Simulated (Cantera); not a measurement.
Ti + C₃H₈ (titanium nitride, carbide and oxide coatings)

A closed system holds: 1 mol Ti, a varied amount of C₃H₈, held at 1450 °C and 0.000800 bar.

These are equilibrium values from Cantera (NASA tables, ideal gas, pure condensed phases), not measurements of a reactor. Candidate condensed phases: C, C₆H₆, C₇H₈, C₈H₁₈, Ti, TiC; 77 gas species. Mutual solubility and eutectic melting of coexisting phases are not modelled. TiC: taken at fixed stoichiometry. Condensed phases not in the tables: N, O or C dissolved in the metal. Kinetics and transport are ignored.

| n(C₃H₈) (mol) | x H₂ | x H | x Ti | x C₂H₂ (acetylene) | x CH₄ | n Ti(β) | n TiC(s) | n C(graphite) |
|---|---|---|---|---|---|---|---|---|
| 0.059 | 0.993 | 0.00643 | 0.000157 | <1e-12 | 9.46e-12 | 0.823 | 0.177 | 0 |
| 0.078 | 0.993 | 0.00643 | 0.000157 | <1e-12 | 9.46e-12 | 0.766 | 0.234 | 0 |
| 0.1 | 0.993 | 0.00643 | 0.000157 | <1e-12 | 9.46e-12 | 0.700 | 0.300 | 0 |
| 0.14 | 0.993 | 0.00643 | 0.000157 | <1e-12 | 9.46e-12 | 0.580 | 0.420 | 0 |
| 0.18 | 0.993 | 0.00643 | 0.000157 | <1e-12 | 9.46e-12 | 0.460 | 0.540 | 0 |
| 0.24 | 0.993 | 0.00643 | 0.000157 | <1e-12 | 9.46e-12 | 0.280 | 0.720 | 0 |
| 0.33 | 0.993 | 0.00643 | 0.000157 | <1e-12 | 9.46e-12 | 0.00979 | 0.990 | 0 |
| 0.43 | 0.993 | 0.00643 | 1.87e-9 | 8.99e-5 | 7.94e-7 | 0 | 1.00 | 0.290 |
| 0.58 | 0.993 | 0.00643 | 1.87e-9 | 8.99e-5 | 7.94e-7 | 0 | 1.00 | 0.740 |
x: gas mole fraction; n: condensed amount in mol.

From 0.059 mol C₃H₈ to 0.33 mol C₃H₈ the condensed part is Ti(β) + TiC(s). From 0.43 mol C₃H₈ to 0.58 mol C₃H₈ the condensed part is C(graphite) + TiC(s).
